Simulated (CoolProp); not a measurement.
Values from CoolProp's reference Helmholtz-energy equation of state, Gedanitz 2015.

### Question
For cyclopentane, give the phase and the Z, isothermal compressibility (1/MPa), expansivity (1/kK), conductivity (mW/(m K)) at 247.3 K and 1 MPa.

### Answer
- 247.3 K and 1 MPa: liquid; Z 0.0432, isothermal compressibility 0.000839, expansivity 1.16, conductivity 147

Thermal conductivity comes from a separate model (Vassiliou 2015).
